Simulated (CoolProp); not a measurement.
Vapour-liquid equilibrium of m-xylene (1) + o-xylene (2) at 10.8 kPa; x and y are mole fractions of (1).

Values from CoolProp's multi-fluid Helmholtz-energy mixture model, Zhou 2012 and Zhou 2012; pair parameters Bell 2016.

Give the bubble temperature and the first vapour's composition at x = 0.2, 0.425, 0.575. Is there an azeotrope?

x = 0.2: 348.2 K, y = 0.230; x = 0.425: 347.2 K, y = 0.471; x = 0.575: 346.5 K, y = 0.620. No azeotrope shows between x = 0.05 and 0.95.

The pair parameters rest on a limited set of measurements; away from them the model extrapolates.
